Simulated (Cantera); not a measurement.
An adiabatic, constant-volume homogeneous reactor starts with CH₄ : C₂H₆ : O₂ : N₂ : H₂O = 1 : 0.27 : 6.4 : 24.1 : 0.85 (molar parts), at 1748 K and 2.86 atm. Integrator tolerance rtol = 1e-08.

Detailed kinetics in Cantera: GRI-Mech 3.0 (53 species, 325 reactions).

Question: What does this change do: constant pressure in place of constant volume?

Answer: 
| quantity | before | after |
|---|---|---|
| time of steepest temperature rise | 12.2 µs | 13.2 µs |
| temperature at 0.600 s | 2679 K | 2535 K |
| equilibrium temperature | 2679 K | 2535 K |
| x(CH₄) at 0.600 s | <1e-12 (gas-phase equilibrium <1e-12) | <1e-12 (gas-phase equilibrium <1e-12) |
| x(C₂H₆) at 0.600 s | <1e-12 (gas-phase equilibrium <1e-12) | <1e-12 (gas-phase equilibrium <1e-12) |
| x(O₂) at 0.600 s | 0.0929 (gas-phase equilibrium 0.0929) | 0.0953 (gas-phase equilibrium 0.0953) |
| x(NO) at 0.600 s | 0.0196 (gas-phase equilibrium 0.0196) | 0.0158 (gas-phase equilibrium 0.0158) |
| x(O) at 0.600 s | 0.00476 (gas-phase equilibrium 0.00476) | 0.00313 (gas-phase equilibrium 0.00313) |
| x(H₂O₂) at 0.600 s | 6.60e-7 (gas-phase equilibrium 6.60e-7) | 4.15e-7 (gas-phase equilibrium 4.15e-7) |

Question: What does this change do: initial temperature 1748 to 1098 K?

Answer: 
```csv
quantity,before,after
time of steepest temperature rise,12.2 µs,10.1 ms
temperature at 0.600 s,2679 K,2262 K
equilibrium temperature,2679 K,2262 K
x(CH₄) at 0.600 s,<1e-12 (gas-phase equilibrium <1e-12),<1e-12 (gas-phase equilibrium <1e-12)
x(C₂H₆) at 0.600 s,<1e-12 (gas-phase equilibrium <1e-12),<1e-12 (gas-phase equilibrium <1e-12)
x(O₂) at 0.600 s,0.0929 (gas-phase equilibrium 0.0929),0.0997 (gas-phase equilibrium 0.0997)
x(NO) at 0.600 s,0.0196 (gas-phase equilibrium 0.0196),0.00963 (gas-phase equilibrium 0.00963)
x(O) at 0.600 s,0.00476 (gas-phase equilibrium 0.00476),0.000513 (gas-phase equilibrium 0.000513)
x(H₂O₂) at 0.600 s,6.60e-7 (gas-phase equilibrium 6.60e-7),3.40e-7 (gas-phase equilibrium 3.40e-7)
```
